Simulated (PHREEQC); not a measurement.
A solution holds 0.22 mol HF, 0.16 mol CsF, 0.004 mol HCl and 0.23 mol NaCl per kg of water, at 30 °C. Closed to the air; pH follows from the charge balance.

The numbers come from PHREEQC with the ion-association model, wateq4f.dat.

Precipitation was switched off in this run.

### Question
Estimate the pH, ionic strength, activity of water.

### Answer
pH 2.95; ionic strength 0.386 mol/kgw; activity of water 0.984.

### Question
In which forms is F present?

### Answer
HF 30 %, F- 27 %, HF2- 26 %, H2F2 16 %, NaF 1.5 % of the F.

wateq4f.dat counts part of the HF as a dimer, H2F2, which phreeqc.dat doesn't know; its constant is uncertain.
